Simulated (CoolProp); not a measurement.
A Linde-Hampson liquefier for carbon monoxide: isothermal reversible compression at 230 K from 1 atm to 20 MPa, throttling to 1 atm, return gas leaving the recuperator 5 K below the feed. Each further row changes one setting.

Computed with CoolProp (reference Helmholtz-energy equation of state, Lemmon 2006). It is a short technical equation, of lower accuracy than the large ones.

```
case                        liquid yield per pass  compression work (kJ/kg of gas)
--------------------------  ---------------------  -------------------------------
as stated                              (withheld)                              348
high pressure 40 MPa                   (withheld)                       (withheld)
warm-end temperature 260 K             (withheld)                       (withheld)
warm-end gap 10 K                      (withheld)                              348
```

### Question
What belongs in the gaps?

### Answer

- as stated, liquid yield per pass: 0.168
- high pressure 40 MPa, liquid yield per pass: 0.197
- high pressure 40 MPa, compression work (kJ/kg of gas): 399
- warm-end temperature 260 K, liquid yield per pass: 0.117
- warm-end temperature 260 K, compression work (kJ/kg of gas): 401
- warm-end gap 10 K, liquid yield per pass: 0.156
